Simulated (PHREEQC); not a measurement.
1 kg of water holding 0.17 mol/kgw K2SO4 and 0.27 mol/kgw Na2SO4 is evaporated at 40 °C; the solids stay in contact with the brine. No CO2 enters from the air. Only these solids could form: Arcanite, Glaserite, Mirabilite, Misenite, Thenardite.

The series has 18 steps of water left (kg), from 1 to 0.03564.

All values are PHREEQC results (Pitzer model, pitzer.dat), not measurements.

Problem. Which solids form, in which order, and at which step of the series does each first stand?

Solution. Glaserite from water left = 0.2082 kg; Thenardite from water left = 0.06418 kg.

Complexes and solids missing from the database can't appear. At this temperature some constants are extrapolated from 25 °C, and those without enthalpy data are left unchanged.
